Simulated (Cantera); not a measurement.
Charge: 1 mol PbO, 0.33 mol H2, held at 775 K and 101000 Pa.

Equilibrium computed with Cantera from the NASA thermochemical tables; the gas is ideal and each condensed phase is pure. Candidate condensed phases: H2O, Pb, PbO, PbO2, Pb3O4; 12 gas species. Rates play no part.

Q: What is the equilibrium state?

A: 
* **x(H2O)**: 1.000
* **x(H2)**: 5.55e-5
* **n(Pb(l))**: 0.330 mol
* **n(PbO(yellow))**: 0.670 mol
* **gas amount**: 0.3300 mol
* **log10 activity of Pb3O4(s) (absent)**: -10.04
* **log10 activity of PbO2(s) (absent)**: -10.87
